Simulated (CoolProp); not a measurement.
Sulfur dioxide at 298.15 K and 0.157 MPa is throttled through a valve to 0.00995 MPa with no heat exchange. Each further row changes one setting.

Computed with CoolProp (reference Helmholtz-energy equation of state, Gao 2016).

```
case                         temperature change (K)  final density (kg/m³)
---------------------------  ----------------------  ---------------------
as stated                                (withheld)             (withheld)
outlet pressure 0.00299 MPa              (withheld)             (withheld)
outlet pressure 0.0129 MPa               (withheld)             (withheld)
```

Task: Some entries are withheld; supply them.

Result: 
- as stated, temperature change (K): -5.8
- as stated, final density (kg/m³): 0.263
- outlet pressure 0.00299 MPa, temperature change (K): -6.1
- outlet pressure 0.00299 MPa, final density (kg/m³): 0.0789
- outlet pressure 0.0129 MPa, temperature change (K): -5.7
- outlet pressure 0.0129 MPa, final density (kg/m³): 0.341
